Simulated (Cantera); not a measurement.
A Cantera script and what it prints.

```python
import numpy as np
import cantera as ct

gas_names = """
    H H2 N NH NH2 NH3 N2 N2H2 N2H4 Si SiH SiH2 SiH3 SiH4 SiN Si2 Si2N Si3
""".split()
cond_names = """
    Si(cr) Si(L) Si3N4(a)
""".split()


# ... load() reads the species with a 1 bar reference pressure and builds the phases ...
atoms = {
    'SiH4': {'Si': 1, 'H': 4},
    'NH3': {'N': 1, 'H': 3},
}
top_T = {'Si3N4(a)': 2400}  # K; cautious upper limits of use, not melting points


# ... equilibrate(T, P, feed) seeds the gas with the atoms and calls Mixture.equilibrate('TP', solver="vcs", rtol=1e-11, max_steps=5000) ...
results = []
T = 773  # K
P = 133.322  # Pa
for m in [0.41, 0.7, 1.2, 2.1, 3.6, 6.3, 11]:
    feed = {'SiH4': 1, 'NH3': m}  # mol
    mix = equilibrate(T, P, feed)
    results.append((T, P, feed, dict(zip(mix.species_names, mix.species_moles))))
    x = sorted(zip(gas.X, gas.species_names), reverse=True)
    print(f"T = {T:g} K  P = {P:g} Pa  n(NH3) = {m:g} mol  gas = {mix.phase_moles(0):.4g} mol")
    print("   x: " + "  ".join(f"{s} {v:.3e}" for v, s in x if v > 0.001))
    print("   condensed (mol): " + ("  ".join(f"{mix.phase(i).name} {mix.phase_moles(i):.4g}"
          for i in range(1, mix.n_phases) if mix.phase_moles(i) > 1e-12) or "none"))
```

Result:

```
T = 773 K  P = 133.322 Pa  n(NH3) = 0.41 mol  gas = 2.615 mol
   x: H2 1.000e+00
   condensed (mol): Si(cr) 0.6925  Si3N4(a) 0.1025
T = 773 K  P = 133.322 Pa  n(NH3) = 0.7 mol  gas = 3.05 mol
   x: H2 1.000e+00
   condensed (mol): Si(cr) 0.475  Si3N4(a) 0.175
T = 773 K  P = 133.322 Pa  n(NH3) = 1.2 mol  gas = 3.8 mol
   x: H2 1.000e+00
   condensed (mol): Si(cr) 0.1  Si3N4(a) 0.3
T = 773 K  P = 133.322 Pa  n(NH3) = 2.1 mol  gas = 5.533 mol
   x: H2 9.307e-01  N2 6.928e-02
   condensed (mol): Si3N4(a) 0.3333
T = 773 K  P = 133.322 Pa  n(NH3) = 3.6 mol  gas = 8.533 mol
   x: H2 8.672e-01  N2 1.328e-01
   condensed (mol): Si3N4(a) 0.3333
T = 773 K  P = 133.322 Pa  n(NH3) = 6.3 mol  gas = 13.93 mol
   x: H2 8.218e-01  N2 1.782e-01
   condensed (mol): Si3N4(a) 0.3333
T = 773 K  P = 133.322 Pa  n(NH3) = 11 mol  gas = 23.33 mol
   x: H2 7.929e-01  N2 2.071e-01
   condensed (mol): Si3N4(a) 0.3333
```

Method: chemical equilibrium by Gibbs-energy minimisation in Cantera with the NASA 1993 tables (ideal gas, pure condensed phases).
